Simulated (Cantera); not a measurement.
Feed: 1 mol Si3N4, 0.47 mol Si, 2.3 mol N2, held at 2627 °C and 133 Pa.

Method: chemical equilibrium by Gibbs-energy minimisation in Cantera with the NASA 1993 tables (ideal gas, pure condensed phases). Candidate condensed phases: Si, Si3N4; 7 gas species. The tables' values for SiN are old estimates; treat these amounts as uncertain. Equilibrium is a limit: real reactors are often held back by kinetics, nucleation or transport.

What is the equilibrium state?


| Quantity | Result |
|---|---|
| x(N2) | 0.553 |
| x(Si) | 0.446 |
| x(SiN) | 0.000727 |
| x(Si2) | 0.000187 |
| x(N) | 0.000146 |
| x(Si2N) | 4.83e-6 |
| gas amount | 7.766 mol |
| log10 activity of Si(l) (absent) | -2.02 |
